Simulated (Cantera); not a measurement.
A closed system holds: 1 mol CO2, 8 mol H2O, 0.53 mol O2, at 610000 Pa.

Cantera equilibrium calculation (NASA polynomials, part measured and part estimated; ideal gas, pure solids and liquids). Candidate condensed phases: C, C6H6, C7H8, C8H18, H2O; 110 gas species. Equilibrium is a limit: real reactors are often held back by kinetics, nucleation or transport.

Question: At 3098 K, list the 5 most abundant gas species with their mole fractions, and the condensed phases.

Answer: H2O 0.650, OH 0.0818, O2 0.0754, H2 0.0592, CO2 0.0562. Condensed: gas only.
